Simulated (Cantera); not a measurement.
What does this Cantera script print?

```python
import numpy as np
import cantera as ct

gas_names = """
    CL CL2 H HCL H2 N NH NH2 NH3 N2 N2H2 N2H4 Si SiCL SiCL2 SiCL3 SiCL4 SiH SiHCL3 SiH2 SiH2CL2 SiH3
    SiH3CL SiH4 SiN Si2 Si2N Si3
""".split()
cond_names = """
    NH4CL(a) NH4CL(b) Si(cr) Si(L) Si3N4(a)
""".split()


# ... load() reads the species with a 1 bar reference pressure and builds the phases ...
atoms = {
    'SiH2Cl2': {'Si': 1, 'H': 2, 'CL': 2},
    'N2': {'N': 2},
}
top_T = {'Si3N4(a)': 2400}  # K; cautious upper limits of use, not melting points


# ... equilibrate(T, P, feed) seeds the gas with the atoms and calls Mixture.equilibrate('TP', solver="vcs", rtol=1e-11, max_steps=5000) ...
results = []
feed = {'SiH2Cl2': 1, 'N2': 4.2}  # mol
P = 133.322  # Pa
for T in [1250, 1325, 1400, 1475, 1550, 1625, 1700, 1775, 1850, 1925, 2000]:
    mix = equilibrate(T, P, feed)
    results.append((T, P, feed, dict(zip(mix.species_names, mix.species_moles))))

top = {s: max(r[3][s] / sum(r[3][g] for g in gas_names) for r in results) for s in gas_names}
cols = sorted((s for s in top if top[s] > 1e-06), key=lambda s: -top[s])[:7]
seen = [c for c in cond_names if any(r[3].get(c, 0) > 1e-12 for r in results)]
print("log10 of partial pressures in bar; condensed amounts in mol")
print(f"{'T/K':>10s}" + "".join(f"{s[:9]:>10s}" for s in cols + seen))
for T, P, feed, n in results:
    ng = sum(n[g] for g in gas_names)
    print(f"{T:10.4g}" + "".join(f"{np.log10(max(n[s] / ng * P / 1e5, 1e-99)):10.3f}" for s in cols)
          + "".join(f"{n.get(c, 0):10.4g}" for c in seen))
```

Output:

```
log10 of partial pressures in bar; condensed amounts in mol
       T/K        N2       HCL        H2     SiCL2        Si     SiCL4         H     Si(L)  Si3N4(a)
      1250    -3.054    -3.484    -4.112    -5.018   -13.644    -4.537    -8.372         0    0.2711
      1325    -3.055    -3.509    -4.082    -4.476   -12.003    -4.772    -7.828         0    0.2482
      1400    -3.056    -3.575    -4.004    -4.134   -10.542    -5.260    -7.315         0    0.2059
      1475    -3.054    -3.683    -3.908    -3.951    -9.232    -5.942    -6.841         0    0.1585
      1550    -3.052    -3.816    -3.833    -3.849    -8.051    -6.680    -6.418         0    0.1169
      1625    -3.050    -3.960    -3.781    -3.787    -6.981    -7.410    -6.042         0   0.08408
      1700    -3.045    -4.050    -3.772    -3.775    -6.168    -7.998    -5.717    0.2062         0
      1775    -3.046    -4.034    -3.780    -3.782    -5.659    -8.338    -5.428    0.2064         0
      1850    -3.049    -4.022    -3.791    -3.792    -5.191    -8.655    -5.164    0.1918         0
      1925    -3.054    -4.016    -3.807    -3.807    -4.759    -8.959    -4.923    0.1408         0
      2000    -3.066    -4.022    -3.832    -3.833    -4.361    -9.262    -4.705  0.004896         0
```

These are equilibrium values from Cantera (NASA tables, ideal gas, pure condensed phases), not measurements of a reactor. N2 is the only nitrogen source here; it is nearly inert below about 1500 K, so the nitride shown seldom forms there in practice. The tables' values for SiCl3, SiCl, SiN are old estimates; treat these amounts as uncertain. Gases not in the tables: Si2H6 and higher silanes.
